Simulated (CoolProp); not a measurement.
n-decane at 298.15 K and 5.04 MPa flows at 2.9 m/s in a round tube of 6 mm bore and 45 µm roughness, fully developed (64/Re and Nu = 3.66 if laminar; Colebrook and Gnielinski if turbulent). Each further row changes one setting.

The numbers come from the reference Helmholtz-energy equation of state, Lemmon 2006 in CoolProp. It is a short technical equation, of lower accuracy than the large ones.

```tsv
case	Reynolds number	Darcy friction factor	pressure drop (Pa/m)	heat-transfer coefficient (W/(m² K))	mass flow (kg/h)
as stated	…	…	19900	…	216
velocity 5.8 m/s	28300	0.0369	75500	…	…
diameter 12 mm	28300	0.0314	8050	3490	…
```

### Question
Fill in the missing entries.

### Answer

- as stated, Reynolds number: 14100
- as stated, Darcy friction factor: 0.0389
- as stated, heat-transfer coefficient (W/(m² K)): 3810
- velocity 5.8 m/s, heat-transfer coefficient (W/(m² K)): 7670
- velocity 5.8 m/s, mass flow (kg/h): 431
- diameter 12 mm, mass flow (kg/h): 862

Viscosity comes from a separate model (Huber 2004). Thermal conductivity comes from a separate model (Huber 2005).
